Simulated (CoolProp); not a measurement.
Properties of n-perfluorohexane along the isotherm 450 K (Tc = 448.0 K, pc = 1742 kPa, ω = 0.497).

Values from CoolProp's reference Helmholtz-energy equation of state, Gao 2022.

| p (kPa) | phase | Z | fugacity coefficient |
|---|---|---|---|
| 187 | gas | 0.9620 | 0.9632 |
| 373 | gas | 0.9219 | 0.9269 |
| 560 | gas | 0.8788 | 0.8907 |
| 746 | gas | 0.8326 | 0.8550 |
| 933 | gas | 0.7817 | 0.8191 |
| 1120 | gas | 0.7249 | 0.7832 |
| 1310 | gas | 0.6583 | 0.7465 |
| 1490 | gas | 0.5814 | 0.7110 |
| 1680 | gas | 0.4670 | 0.6720 |
| 1870 | supercritical | 0.2083 | 0.6264 |
| 2050 | supercritical | 0.2011 | 0.5821 |
| 2240 | supercritical | 0.2084 | 0.5424 |
| 2430 | supercritical | 0.2186 | 0.5088 |
| 2610 | supercritical | 0.2294 | 0.4813 |
